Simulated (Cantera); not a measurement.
Cantera run:

```python
import numpy as np
import cantera as ct

gas_names = """
    CL CL2 H HCL H2 N NH NH2 NH3 N2 N2H2 N2H4 Si SiCL SiCL2 SiCL3 SiCL4 SiH SiHCL3 SiH2 SiH2CL2 SiH3
    SiH3CL SiH4 SiN Si2 Si2N Si3
""".split()
cond_names = """
    NH4CL(a) NH4CL(b) Si(cr) Si(L) Si3N4(a)
""".split()


# ... load() reads the species with a 1 bar reference pressure and builds the phases ...
atoms = {
    'Si3N4': {'Si': 3, 'N': 4},
    'HCl': {'H': 1, 'CL': 1},
    'N2': {'N': 2},
    'H2': {'H': 2},
}
top_T = {'Si3N4(a)': 2400}  # K; cautious upper limits of use, not melting points


# ... equilibrate(T, P, feed) seeds the gas with the atoms and calls Mixture.equilibrate('TP', solver="vcs", rtol=1e-11, max_steps=5000) ...
results = []
feed = {'Si3N4': 1, 'HCl': 1.8, 'N2': 1.4, 'H2': 610}  # mol
T = 2100  # K
P = 6  # Pa
mix = equilibrate(T, P, feed)
results.append((T, P, feed, dict(zip(mix.species_names, mix.species_moles))))
x = sorted(zip(gas.X, gas.species_names), reverse=True)
print(f"T = {T:g} K  P = {P:g} Pa  gas = {mix.phase_moles(0):.4g} mol")
print("   x: " + "  ".join(f"{s} {v:.3e}" for v, s in x if v > 1e-05))
print("   condensed (mol): " + ("  ".join(f"{mix.phase(i).name} {mix.phase_moles(i):.4g}"
      for i in range(1, mix.n_phases) if mix.phase_moles(i) > 1e-12) or "none"))
```

Output:

```
T = 2100 K  P = 6 Pa  gas = 739.4 mol
   x: H2 6.617e-01  H 3.272e-01  N2 4.598e-03  Si 4.041e-03  HCL 1.784e-03  CL 6.491e-04  SiH 1.382e-05
   condensed (mol): none
```

Cantera equilibrium calculation (NASA polynomials, part measured and part estimated; ideal gas, pure solids and liquids).
